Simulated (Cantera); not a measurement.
Charge: 1 mol (CH3)2SiCl2, 1.2 mol C2H2, 2.7 mol H2, held at 0.100 bar.

Method: chemical equilibrium by Gibbs-energy minimisation in Cantera with the NASA 1993 tables (ideal gas, pure condensed phases). Candidate condensed phases: C, C6H6, C7H8, C8H18, Si, SiC; 109 gas species. The feed counts by its element totals alone. The tables' values for SiCl3, SiCl are old estimates; treat these amounts as uncertain. Kinetics and transport are ignored. All values below are at 2025 K.

Base state: H2 0.752, HCl 0.231, SiCl2 0.00989, H 0.00528, Cl 0.00120, C2H2 (acetylene) 0.000680, SiCl3 0.000175, SiCl 7.77e-5 (mole fractions); condensed: C(graphite) + SiC(s).

### Question
What changes in the equilibrium state with this change: (CH3)2SiCl2 replaced by CH3SiCl3?

### Answer
```json
[
 {"species": "H2", "before": "0.752", "after": "0.595"},
 {"species": "HCl", "before": "0.231", "after": "0.365"},
 {"species": "SiCl2", "before": "0.00989", "after": "0.0314"},
 {"species": "SiCl4", "before": "3.44e-6", "after": "3.46e-5"},
 {"species": "SiCl3", "before": "0.000175", "after": "0.000990"},
 {"species": "SiHCl3", "before": "4.59e-6", "after": "2.30e-5"},
 {"species": "Cl", "before": "0.00120", "after": "0.00214"},
 {"species": "SiCl", "before": "7.77e-5", "after": "0.000138"},
 {"species": "C(graphite), mol", "before": "3.47", "after": "2.62"},
 {"species": "SiC(s), mol", "before": "0.919", "after": "0.774"}
]
```

### Question
What changes in the equilibrium state with this change: H2 from 2.7 to 420 mol?

### Answer
```json
[
 {"species": "H2", "before": "0.752", "after": "0.988"},
 {"species": "H", "before": "0.00528", "after": "0.00605"},
 {"species": "HCl", "before": "0.231", "after": "0.00466"},
 {"species": "SiCl2", "before": "0.00989", "after": "3.07e-6"},
 {"species": "Si", "before": "3.50e-5", "after": "3.50e-5"},
 {"species": "SiCl3", "before": "0.000175", "after": "<1e-9"},
 {"species": "Cl", "before": "0.00120", "after": "2.12e-5"},
 {"species": "SiCl", "before": "7.77e-5", "after": "1.37e-6"},
 {"species": "CH4", "before": "2.25e-5", "after": "3.88e-5"},
 {"species": "C2H2 (acetylene)", "before": "0.000680", "after": "0.000894"},
 {"species": "C(graphite), mol", "before": "3.47", "after": "2.64"},
 {"species": "SiC(s), mol", "before": "0.919", "after": "0.975"}
]
```
